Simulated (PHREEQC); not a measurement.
Consider water at 25 °C and 100 atm with 0.55 mol/kgw CaCl2, 0.0061 mol/kgw Na2SO4 and 1.5e-05 mol/kgw H4SiO4. Closed to the air; pH follows from the charge balance.

All values are PHREEQC results (ion-association model, phreeqc.dat), not measurements.

Precipitation was switched off in this run.

Task: Estimate the pH, activity of water.

Result: pH 6.72; activity of water 0.972.

Task: In which forms is S present?

Result: CaSO4 69 %, SO4-2 31 % of the S.

The ionic strength is past about 0.7 mol/kgw, beyond the range of this activity model, so the values are rough. Under pressure, the constants of complexes without a molar volume in the database are unreliable.
